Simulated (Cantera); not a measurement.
## AlCl₃ + H₂O + N₂ + O₂ (aluminium nitride and oxide growth)

Input: 1 mol AlCl₃, a varied amount of H₂O, 710 mol N₂, 13 mol O₂, at 700 °C and 0.0900 Torr.

These are equilibrium values from Cantera (NASA tables, ideal gas, pure condensed phases), not measurements of a reactor. Candidate condensed phases: Al, AlCl₃, AlN, Al₂O₃, H₂O, NH₄Cl; 45 gas species. Condensed phases not in the tables: AlOCl. Equilibrium is a limit: real reactors are often held back by kinetics, nucleation or transport.

```csv
n(H₂O) (mol),x N₂,x O₂,x HCl,x Cl₂,n Al₂O₃(s)
0.24,0.980,0.0171,0.000662,0.00131,0.500
0.29,0.980,0.0171,0.000800,0.00126,0.500
0.35,0.980,0.0171,0.000965,0.00118,0.500
0.42,0.980,0.0172,0.00116,0.00110,0.500
0.51,0.980,0.0172,0.00140,0.000997,0.500
0.62,0.979,0.0173,0.00171,0.000870,0.500
0.75,0.979,0.0174,0.00206,0.000723,0.500
0.92,0.979,0.0175,0.00252,0.000536,0.500
1.1,0.979,0.0176,0.00300,0.000348,0.500
1.3,0.978,0.0177,0.00349,0.000168,0.500
1.6,0.978,0.0178,0.00391,3.74e-5,0.500
2,0.977,0.0179,0.00402,1.31e-5,0.500
2.4,0.977,0.0179,0.00405,7.73e-6,0.500
```
x: gas mole fraction; n: condensed amount in mol.

From 0.24 mol H₂O to 2.4 mol H₂O the condensed part is Al₂O₃(s).
